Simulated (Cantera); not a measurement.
Feed: 1 mol FeS2, 0.76 mol H2, 2.9 mol H2O, at 725 K and 52.0 Pa.

Cantera equilibrium calculation (NASA polynomials, part measured and part estimated; ideal gas, pure solids and liquids). Candidate condensed phases: Fe, FeO, Fe(OH)2, Fe(OH)3, FeS, FeSO4, FeS2, Fe2O3, Fe2(SO4)3, Fe3O4, H2O, H2SO4, S; 22 gas species. FeS: taken at fixed stoichiometry. Gases not in the tables: S3 to S7. Equilibrium is a limit: real reactors are often held back by kinetics, nucleation or transport.

Base state: H2O 0.790, H2S 0.186, H2 0.0213, S2 0.00230, SO2 6.43e-5 (mole fractions); condensed: FeS(s) + FeS2(s).

Q: What changes in the equilibrium state with this change: pressure from 52.0 Pa to 101000 Pa?

A: 
```tsv
species	before	after
H2O	0.790	0.792
H2S	0.186	0.186
H2	0.0213	0.0214
S2	0.00230	1.18e-6
SO2	6.43e-5	3.30e-8
FeS(s), mol	0.699	0.682
FeS2(s), mol	0.301	0.318
```

Q: What changes in the equilibrium state with this change: 0.14 mol NH3 added?

A: 
| species | before | after |
|---|---|---|
| H2O | 0.790 | 0.734 |
| H2S | 0.186 | 0.220 |
| H2 | 0.0213 | 0.0253 |
| N2 | 0 | 0.0177 |
| SO2 | 6.43e-5 | 3.95e-5 |
| S2 | 0.00230 | 0.00230 |
| FeS(s), mol | 0.699 | 0.889 |
| FeS2(s), mol | 0.301 | 0.111 |
